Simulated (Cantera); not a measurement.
A Cantera script and its output.

```python
import numpy as np
import cantera as ct

gas = ct.Solution("gri30.yaml")
gas.TPX = 473, 101325, {'CH3OH': 1, 'O2': 1.9, 'N2': 5.7}
inlet = ct.Reservoir(gas, clone=True)
gas.equilibrate("HP")  # start burning
reactor = ct.IdealGasConstPressureReactor(gas, energy="on", clone=False)
exhaust = ct.Reservoir(gas, clone=True)
tau = [0.15, 0.07, 0.032, 0.014, 0.0066, 0.003, 0.0014, 0.00062, 0.00028, 0.00013, 5.8e-05, 2.6e-05, 1.2e-05][0]
for a, b in ((inlet, reactor), (reactor, exhaust)):
    ct.MassFlowController(a, b, mdot=lambda t: reactor.mass / tau)
net = ct.ReactorNet([reactor])
show = ['CH3OH', 'O2', 'C2H2', 'HO2', 'C2H4', 'N2O', 'CH2CO']

rows = []
print(f"{'tau/s':>10s}{'T/K':>9s}" + "".join(f"{s:>11s}" for s in show))
for tau in [0.15, 0.07, 0.032, 0.014, 0.0066, 0.003, 0.0014, 0.00062, 0.00028, 0.00013, 5.8e-05, 2.6e-05, 1.2e-05]:
    net.initial_time = 0.0
    net.advance(30 * tau)
    before = gas.X
    net.advance(40 * tau)
    drift = np.max(np.abs(gas.X - before) / (gas.X + 1e-9))
    rows.append([gas.T, *gas[show].X, drift])
    print(f"{tau:10.3e}{gas.T:9.1f}" + "".join(f"{x:11.3e}" for x in gas[show].X))
```

Result:

```
     tau/s      T/K      CH3OH         O2       C2H2        HO2       C2H4        N2O      CH2CO
 1.500e-01   2278.2  4.159e-07  4.348e-02  2.565e-13  3.483e-06  1.338e-13  2.916e-07  1.188e-11
 7.000e-02   2276.5  8.575e-07  4.417e-02  8.796e-13  3.582e-06  5.130e-13  2.912e-07  2.534e-11
 3.200e-02   2270.5  1.760e-06  4.494e-02  2.788e-12  3.738e-06  1.774e-12  2.928e-07  5.518e-11
 1.400e-02   2255.5  3.599e-06  4.585e-02  7.436e-12  4.065e-06  5.215e-12  2.946e-07  1.247e-10
 6.600e-03   2229.9  6.554e-06  4.696e-02  1.462e-11  4.745e-06  1.145e-11  2.898e-07  2.613e-10
 3.000e-03   2188.5  1.179e-05  4.856e-02  2.980e-11  6.308e-06  2.682e-11  2.717e-07  6.056e-10
 1.400e-03   2135.7  2.063e-05  5.054e-02  7.690e-11  9.260e-06  7.924e-11  2.454e-07  1.577e-09
 6.200e-04   2069.8  3.859e-05  5.308e-02  2.864e-10  1.495e-05  3.348e-10  2.170e-07  5.136e-09
 2.800e-04   2000.7  7.561e-05  5.614e-02  1.239e-09  2.504e-05  1.610e-09  1.937e-07  1.841e-08
 1.300e-04   1930.8  1.603e-04  6.035e-02  5.733e-09  4.529e-05  8.303e-09  1.749e-07  7.278e-08
 5.800e-05   1838.4  4.637e-04  6.935e-02  3.667e-08  1.185e-04  6.517e-08  1.501e-07  4.274e-07
 2.600e-05    473.0  1.163e-01  2.209e-01 -2.876e-20 -6.317e-17 -8.302e-20 -9.146e-21 -2.313e-19
 1.200e-05    473.0  1.163e-01  2.209e-01  8.170e-24  1.794e-20  2.358e-23  2.598e-24  6.570e-23
```

Model: GRI-Mech 3.0 (53 species, 325 reactions), integrated in Cantera. GRI-Mech 3.0 was tuned for natural gas; its chemistry of methanol as a main component is partial and can be far from experiment.
